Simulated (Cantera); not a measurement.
A closed system holds: 1 mol Ti, 3.3 mol H2, equilibrated at 0.0100 bar.

Method: chemical equilibrium by Gibbs-energy minimisation in Cantera with the NASA 1993 tables (ideal gas, pure condensed phases). Candidate condensed phases: Ti; 3 gas species. Equilibrium is a limit: real reactors are often held back by kinetics, nucleation or transport.

x: gas mole fraction; n: condensed amount in mol.

| T (K) | x H2 | x H | x Ti | n Ti(α) | n Ti(β) | n Ti(l) |
|---|---|---|---|---|---|---|
| 1073 | 1.00 | 1.40e-7 | <1e-12 | 1.00 | 0 | 0 |
| 1223 | 1.000 | 3.01e-6 | 2.49e-11 | 0 | 1.00 | 0 |
| 1373 | 1.000 | 3.33e-5 | 3.55e-9 | 0 | 1.00 | 0 |
| 1523 | 1.000 | (withheld) | (withheld) | 0 | 1.000 | 0 |
| 1673 | 0.999 | (withheld) | (withheld) | 0 | 1.000 | 0 |
| 1823 | 0.996 | 0.00432 | 7.19e-5 | 0 | 1.000 | 0 |
| 1973 | 0.986 | 0.0134 | 0.000693 | 0 | 0 | 0.998 |
| 2123 | 0.960 | 0.0352 | 0.00455 | 0 | 0 | 0.985 |
| 2273 | 0.897 | 0.0796 | 0.0230 | 0 | 0 | 0.919 |

Q: Some entries are withheld; supply them.

A: 
- 1523, x H: 0.000231
- 1523, x Ti: 1.88e-7
- 1673, x H: 0.00114
- 1673, x Ti: 4.83e-6
